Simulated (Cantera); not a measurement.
Input (Python, Cantera) and output of one run.

```python
import numpy as np
import cantera as ct

gas_names = """
    CL CL2 H HCL H2 Si SiCL SiCL2 SiCL3 SiCL4 SiH SiHCL3 SiH2 SiH2CL2 SiH3 SiH3CL SiH4 Si2 Si3
""".split()
cond_names = """
    Si(cr) Si(L)
""".split()


def load(file, names, dense=False):
    # The tables refer to 1 bar. Condensed volumes are neglected.
    table = {s.name: s for s in ct.Species.list_from_file(file)}
    out = []
    for n in names:
        d = dict(table[n].input_data)
        d["thermo"] = dict(d["thermo"], **{"reference-pressure": 1e5})
        if dense:
            d["equation-of-state"] = {"model": "constant-volume", "density": "1e6 g/cm^3"}
        out.append(ct.Species.from_dict(d))
    return out


gas = ct.Solution(thermo="ideal-gas", species=load("nasa_gas.yaml", gas_names))
cond = {s.name: ct.Solution(thermo="fixed-stoichiometry", species=[s], name=s.name)
        for s in load("nasa_condensed.yaml", cond_names, dense=True)}
atoms = {
    'SiHCl3': {'Si': 1, 'H': 1, 'CL': 3},
    'HCl': {'H': 1, 'CL': 1},
    'H2': {'H': 2},
}
top_T = {}  # K; cautious upper limits of use, not melting points


def equilibrate(T, P, feed):
    n = {}
    for name, mol in feed.items():
        for a, k in atoms[name].items():
            n[a] = n.get(a, 0.0) + k * mol
    gas.TPX = T, P, n
    mass = sum(n.values()) * gas.mean_molecular_weight
    gas.equilibrate("TP")
    valid = [c for c in cond.values() if c.min_temp <= T <= top_T.get(c.name, c.max_temp)]
    mix = ct.Mixture([(gas, mass / gas.mean_molecular_weight)] + [(c, 0.0) for c in valid])
    mix.T, mix.P = T, P
    mix.equilibrate("TP", solver="vcs", rtol=1e-11, max_steps=5000)
    return mix


results = []
feed = {'SiHCl3': 1, 'HCl': 0.89, 'H2': 71}  # mol
P = 26000  # Pa
for T in [948, 998, 1048, 1098, 1148, 1198, 1248, 1298]:
    mix = equilibrate(T, P, feed)
    results.append((T, P, feed, dict(zip(mix.species_names, mix.species_moles))))
    x = sorted(zip(gas.X, gas.species_names), reverse=True)
    print(f"T = {T:g} K  P = {P:g} Pa  gas = {mix.phase_moles(0):.4g} mol")
    print("   x: " + "  ".join(f"{s} {v:.3e}" for v, s in x if v > 1e-05))
    print("   condensed (mol): " + ("  ".join(f"{mix.phase(i).name} {mix.phase_moles(i):.4g}"
          for i in range(1, mix.n_phases) if mix.phase_moles(i) > 1e-12) or "none"))
```

Output:

```
T = 948 K  P = 26000 Pa  gas = 72.9 mol
   x: H2 9.808e-01  SiCL4 7.255e-03  SiHCL3 5.833e-03  HCL 5.494e-03  SiH2CL2 4.747e-04  SiCL3 9.920e-05  SiCL2 4.589e-05
   condensed (mol): none
T = 998 K  P = 26000 Pa  gas = 72.96 mol
   x: H2 9.787e-01  HCL 8.389e-03  SiCL4 6.719e-03  SiHCL3 5.434e-03  SiH2CL2 4.730e-04  SiCL3 1.826e-04  SiCL2 1.217e-04  SiH3CL 1.050e-05
   condensed (mol): Si(cr) 0.05579
T = 1048 K  P = 26000 Pa  gas = 73.05 mol
   x: H2 9.759e-01  HCL 1.220e-02  SiCL4 5.987e-03  SiHCL3 4.898e-03  SiH2CL2 4.558e-04  SiCL3 3.047e-04  SiCL2 2.841e-04  SiH3CL 1.104e-05
   condensed (mol): Si(cr) 0.1277
T = 1098 K  P = 26000 Pa  gas = 73.16 mol
   x: H2 9.724e-01  HCL 1.685e-02  SiCL4 5.045e-03  SiHCL3 4.237e-03  SiCL2 5.925e-04  SiCL3 4.611e-04  SiH2CL2 4.258e-04  SiH3CL 1.133e-05
   condensed (mol): Si(cr) 0.2118
T = 1148 K  P = 26000 Pa  gas = 73.3 mol
   x: H2 9.684e-01  HCL 2.208e-02  SiCL4 3.935e-03  SiHCL3 3.462e-03  SiCL2 1.104e-03  SiCL3 6.274e-04  SiH2CL2 3.817e-04  SiH3CL 1.133e-05
   condensed (mol): Si(cr) 0.302
T = 1198 K  P = 26000 Pa  gas = 73.44 mol
   x: H2 9.643e-01  HCL 2.741e-02  SiCL4 2.772e-03  SiHCL3 2.623e-03  SiCL2 1.834e-03  SiCL3 7.581e-04  SiH2CL2 3.245e-04  SiH3CL 1.098e-05
   condensed (mol): Si(cr) 0.3888
T = 1248 K  P = 26000 Pa  gas = 73.58 mol
   x: H2 9.605e-01  HCL 3.218e-02  SiCL2 2.706e-03  SiHCL3 1.813e-03  SiCL4 1.725e-03  SiCL3 8.042e-04  SiH2CL2 2.590e-04  SiH3CL 1.026e-05
   condensed (mol): Si(cr) 0.4616
T = 1298 K  P = 26000 Pa  gas = 73.69 mol
   x: H2 9.576e-01  HCL 3.581e-02  SiCL2 3.563e-03  SiHCL3 1.141e-03  SiCL4 9.451e-04  SiCL3 7.506e-04  SiH2CL2 1.939e-04
   condensed (mol): Si(cr) 0.5134
```

These are equilibrium values from Cantera (NASA tables, ideal gas, pure condensed phases), not measurements of a reactor. The tables' values for SiCl3 are old estimates; treat these amounts as uncertain.
